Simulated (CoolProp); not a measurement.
Computed with CoolProp (reference Helmholtz-energy equation of state, Lemmon 2003). It is a pseudo-pure fit of the blend.

Question: For R507A, give the phase and the cv (kJ/(kg K)), speed of sound (m/s), Prandtl number at 378.8 K and 0.0586 MPa; 378.8 K and 4.91 MPa.

Answer: 
- 378.8 K and 0.0586 MPa: gas; cv 0.912, speed of sound 186, Prandtl number 0.797
- 378.8 K and 4.91 MPa: supercritical; cv 1.03, speed of sound 130, Prandtl number 1.54

Viscosity comes from a separate model (Geller 2000). Thermal conductivity comes from a separate model (Geller 2001).
